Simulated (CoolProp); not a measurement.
Vapour-liquid equilibrium of hydrogen sulfide (1) + toluene (2) at 326.8 K; x and y are mole fractions of (1).

Computed with CoolProp (multi-fluid Helmholtz-energy mixture model, Lemmon 2006 and Lemmon 2006; pair parameters Bell 2016).

Give the bubble pressure and the first vapour's composition at x = 0.35, 0.45, 0.95. Is there an azeotrope?

x = 0.35: 1.058 MPa, y = 0.987; x = 0.45: 1.373 MPa, y = 0.991; x = 0.95: 3.553 MPa, y = 0.999. No azeotrope shows between x = 0.05 and 0.95.

Pair parameters are fitted to limited data, so mixtures are less certain than the pure fluids.
